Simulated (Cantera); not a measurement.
A Cantera script and its output.

```python
import numpy as np
import cantera as ct

gas = ct.Solution("gri30.yaml")
gas.TPX = 1323, 1600000, {'CO': 1, 'H2': 0.11, 'CH4': 0.22, 'O2': 2.43, 'N2': 9.12}
reactor = ct.IdealGasConstPressureReactor(gas, energy="on", clone=False)
net = ct.ReactorNet([reactor])
net.rtol, net.atol = 1e-08, 1e-16
show = ['CO', 'H2', 'CH4', 'HO2', 'NO']
times = np.geomspace(3e-06, 0.1, 11)

steps = ct.SolutionArray(gas, extra=["t"])
rows = []
print(f"{'t/s':>10s}{'T/K':>9s}{'P/Pa':>11s}" + "".join(f"{s:>11s}" for s in show))
for t in times:
    while net.time < t:
        t_next = net.step()
        steps.append(gas.state, t=t_next)
    rows.append([np.interp(t, steps.t, y) for y in (steps.T, steps.P, *steps(*show).X.T)])
    print(f"{t:10.3e}{rows[-1][0]:9.1f}{rows[-1][1]:11.4g}" + "".join(f"{x:11.3e}" for x in rows[-1][2:]))
rate = np.gradient(steps.T, steps.t)
print("integrator steps:", len(steps.t))
if steps.T.max() > steps.T[0] + 200:
    print(f"time of steepest temperature rise: {steps.t[rate.argmax()]:.4e} s")
gas.TPX = 1323, 1600000, {'CO': 1, 'H2': 0.11, 'CH4': 0.22, 'O2': 2.43, 'N2': 9.12}
gas.equilibrate("HP")
print(f"equilibrium (HP): T = {gas.T:.1f} K  " + "  ".join(f"{s} {gas[s].X[0]:.3e}" for s in show))
```

Output:

```
       t/s      T/K       P/Pa         CO         H2        CH4        HO2         NO
 3.000e-06   1323.0    1.6e+06  7.764e-02  8.540e-03  1.708e-02  2.652e-07  5.042e-16
 8.500e-06   1323.0    1.6e+06  7.764e-02  8.539e-03  1.708e-02  1.088e-06  3.177e-15
 2.408e-05   1323.5    1.6e+06  7.761e-02  8.511e-03  1.703e-02  1.151e-05  1.942e-13
 6.823e-05   1495.1    1.6e+06  7.787e-02  6.734e-03  7.974e-03  3.239e-04  2.849e-09
 1.933e-04   2318.7    1.6e+06  9.457e-04  7.397e-05  9.238e-19  7.260e-06  1.027e-04
 5.477e-04   2318.3    1.6e+06  9.425e-04  7.380e-05  1.768e-20  7.246e-06  3.018e-04
 1.552e-03   2317.2    1.6e+06  9.370e-04  7.342e-05  1.221e-20  7.208e-06  8.513e-04
 4.397e-03   2314.2    1.6e+06  9.226e-04  7.243e-05  1.168e-20  7.111e-06  2.288e-03
 1.246e-02   2307.5    1.6e+06  8.918e-04  7.031e-05  1.056e-20  6.901e-06  5.434e-03
 3.529e-02   2299.0    1.6e+06  8.535e-04  6.765e-05  9.258e-21  6.638e-06  9.467e-03
 1.000e-01   2296.0    1.6e+06  8.403e-04  6.672e-05  8.830e-21  6.546e-06  1.090e-02
integrator steps: 1672
time of steepest temperature rise: 7.5063e-05 s
equilibrium (HP): T = 2295.9 K  CO 8.400e-04  H2 6.670e-05  CH4 1.320e-20  HO2 6.544e-06  NO 1.093e-02
```

Computed with Cantera and GRI-Mech 3.0 (53 species, 325 reactions). The pressure lies above the range GRI-Mech 3.0 was tuned for (to about 10 atm).
